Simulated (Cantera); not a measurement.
An isothermal, constant-pressure homogeneous reactor starts with H2 : O2 = 0.32 : 1 (molar parts), at 1450 K and 0.0263 atm. Integrator tolerance rtol = 1e-08.

Model: the H2/O2 subset of GRI-Mech 3.0, which has no nitrogen chemistry, integrated in Cantera. Radical loss at walls, strong at low pressure, is not modelled. The temperature is held fixed by assumption; the heat of reaction is taken as removed at once.

Q: What does this change do: pressure from 0.0263 atm to 0.00888 atm?

A: 
| quantity | before | after |
|---|---|---|
| x(H2) at 1.00 s | 2.51e-6 (gas-phase equilibrium 1.89e-6) | 3.89e-5 (gas-phase equilibrium 3.26e-6) |
| x(O2) at 1.00 s | 0.724 (gas-phase equilibrium 0.724) | 0.723 (gas-phase equilibrium 0.724) |
| x(HO2) at 1.00 s | 2.13e-7 (gas-phase equilibrium 2.28e-7) | 2.02e-7 (gas-phase equilibrium 1.74e-7) |
| x(H2O) at 1.00 s | 0.276 (gas-phase equilibrium 0.276) | 0.275 (gas-phase equilibrium 0.276) |
| x(O) at 1.00 s | 1.40e-5 (gas-phase equilibrium 1.05e-5) | 0.000216 (gas-phase equilibrium 1.81e-5) |
| x(OH) at 1.00 s | 0.000323 (gas-phase equilibrium 0.000280) | 0.00127 (gas-phase equilibrium 0.000367) |

Q: What does this change do: temperature 1450 to 1025 K?

A: 
```
quantity                                             before                                     after
----------------  -----------------------------------------  ----------------------------------------
x(H2) at 1.00 s     2.51e-6 (gas-phase equilibrium 1.89e-6)  1.01e-7 (gas-phase equilibrium 3.61e-10)
x(O2) at 1.00 s         0.724 (gas-phase equilibrium 0.724)       0.724 (gas-phase equilibrium 0.724)
x(HO2) at 1.00 s    2.13e-7 (gas-phase equilibrium 2.28e-7)   2.70e-8 (gas-phase equilibrium 2.34e-9)
x(H2O) at 1.00 s        0.276 (gas-phase equilibrium 0.276)       0.276 (gas-phase equilibrium 0.276)
x(O) at 1.00 s      1.40e-5 (gas-phase equilibrium 1.05e-5)   4.37e-7 (gas-phase equilibrium 1.73e-9)
x(OH) at 1.00 s   0.000323 (gas-phase equilibrium 0.000280)   1.67e-5 (gas-phase equilibrium 1.04e-6)
```
